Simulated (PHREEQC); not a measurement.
Solution (60 °C): 130 mmol/kgw H2SO4 and 6.2 mmol/kgw Al2(SO4)3. Closed to the air; pH follows from the charge balance.

Equilibrium calculation in PHREEQC: ion-association model, phreeqc.dat.

Precipitation was switched off in this run.

Question: What pH, ionic strength, density does the model give?

Answer: pH 0.97; ionic strength 0.174 mol/kgw; density 0.993 g/cm³.

Question: In which forms is Al present?

Answer: AlSO4+ 67 %, Al+3 22 %, Al(SO4)2- 9.1 %, AlHSO4+2 2.4 % of the Al.

At this temperature some constants are extrapolated from 25 °C, and those without enthalpy data are left unchanged.
